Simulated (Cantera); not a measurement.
Hydrogen reduction and annealing atmospheres: PbS + H2

Feed: 1 mol PbS, a varied amount of H2, at 173 Torr.

Equilibrium computed with Cantera from the NASA thermochemical tables; the gas is ideal and each condensed phase is pure. Candidate condensed phases: Pb, PbS, S; 10 gas species. Mutual solubility and eutectic melting of coexisting phases are not modelled. The numbers say what is thermodynamically allowed, not how fast it happens.

Stable condensed phases:

```
T in K \ n(H2) in mol
         0.63  1.7  4.7   13   35   94  250  690 1900
   1350     A    B    B    B    C    C    C    C    C
   1300     A    A    B    B    B    C    C    C    C
   1250     A    A    A    B    B    B    C    C    C
   1200     A    A    A    B    B    B    B    C    C
   1150     A    A    A    A    B    B    B    C    C
   1100     A    A    A    A    B    B    B    B    C
   1050     A    A    A    A    A    B    B    B    B
   1000     A    A    A    A    A    B    B    B    B
    950     A    A    A    A    A    B    B    B    B
    900     A    A    A    A    A    A    B    B    B
    850     A    A    A    A    A    A    A    B    B
    800     A    A    A    A    A    A    A    B    B
```

A: Pb + PbS; B: Pb; C: gas only.
